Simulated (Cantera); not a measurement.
Stirred combustor or abatement burner

A perfectly stirred reactor is fed with CO : H₂ : O₂ : N₂ = 1 : 0.056 : 0.8 : 3.01 (molar parts), equivalence ratio 0.66, at 248 Torr; it is adiabatic with a 650 K inlet, and is followed from long to short residence time, starting on the burning branch (τ in s: 0.055, 0.024, 0.011, 0.0049, 0.0022, 0.00099, 0.00045, 0.0002, 9e-05, 4e-05).

Computed with Cantera and GRI-Mech 3.0 (53 species, 325 reactions).

```csv
τ (s),T (K),x CO,x H₂,x O₂,x H₂O,x H,x O
0.055,2051,0.0364,0.000397,0.0751,0.0100,0.00117,0.00690
0.024,1950,0.0463,0.000529,0.0785,0.00921,0.00214,0.0103
0.011,1842,0.0557,0.000654,0.0812,0.00827,0.00362,0.0144
0.0049,1715,0.0655,0.000755,0.0838,0.00708,0.00589,0.0194
0.0022,1572,0.0769,0.000791,0.0874,0.00584,0.00864,0.0240
0.00099,1387,0.0999,0.000821,0.0993,0.00548,0.00981,0.0230
0.00045,650,0.206,0.0115,0.164,<1e-12,<1e-12,<1e-12
0.00020,650,0.206,0.0115,0.164,<1e-12,<1e-12,<1e-12
9.0e-5,650,0.206,0.0115,0.164,<1e-12,<1e-12,<1e-12
4.0e-5,650,0.206,0.0115,0.164,<1e-12,<1e-12,<1e-12
```
x: mole fraction; the columns are a selection and need not sum to one.
